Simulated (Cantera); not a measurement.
Input (Python, Cantera) and output of one run.

```python
import numpy as np
import cantera as ct

gas_names = """
    NO N2
""".split()
cond_names = """
    ZrN(s) ZrN(L) ZrO2(a) ZrO2(b) ZrO2(L)
""".split()


# ... load() reads the species with a 1 bar reference pressure and builds the phases ...
species = {s.name: s for s in load("nasa_gas.yaml", gas_names) + load("nasa_condensed.yaml", cond_names)}
# Each term lists the table entries of one substance; the one whose range holds T is used.
reactions = {
    '4 NO(g) + 2 ZrN = 2 ZrO2 + 3 N2(g)':
        [(-4, ['NO']), (-2, ['ZrN(s)', 'ZrN(L)']), (2, ['ZrO2(a)', 'ZrO2(b)', 'ZrO2(L)']), (3, ['N2'])],
}


def pick(names, T):
    return next(species[n] for n in names if species[n].thermo.min_temp <= T <= species[n].thermo.max_temp)


results = []
for label, terms in reactions.items():
    print(label)
    print("     T/K   dH/kJ  dS/(J/K)   dG/kJ   log10 K")
    for T in [900, 925, 950, 975, 1000, 1025, 1050, 1075, 1100, 1125]:
        used = [(nu, pick(names, T)) for nu, names in terms]
        dH = sum(nu * s.thermo.h(T) for nu, s in used) / 1e6
        dS = sum(nu * s.thermo.s(T) for nu, s in used) / 1e3
        dG = dH - T * dS / 1e3
        logK = -dG * 1e6 / (ct.gas_constant * T * np.log(10))
        results.append((label, T, dH, dS, dG, logK, [s.name for _, s in used]))
        print(f"{T:8g} {dH:8.1f} {dS:8.1f} {dG:8.1f} {logK:8.2f}")
```

Result:

```
4 NO(g) + 2 ZrN = 2 ZrO2 + 3 N2(g)
     T/K   dH/kJ  dS/(J/K)   dG/kJ   log10 K
     900  -1825.1   -237.8  -1611.1    93.51
     925  -1824.9   -237.5  -1605.2    90.64
     950  -1824.7   -237.3  -1599.2    87.93
     975  -1824.5   -237.1  -1593.3    85.36
    1000  -1824.3   -236.9  -1587.4    82.92
    1025  -1824.1   -236.7  -1581.5    80.59
    1050  -1823.9   -236.5  -1575.6    78.38
    1075  -1823.7   -236.3  -1569.6    76.27
    1100  -1823.4   -236.1  -1563.7    74.25
    1125  -1823.2   -235.9  -1557.8    72.33
```

Standard-state values (1 bar) from the NASA 1993 polynomials, evaluated with Cantera. ZrN: taken at fixed stoichiometry. Condensed species are held in their standard states even where they would react or evaporate.
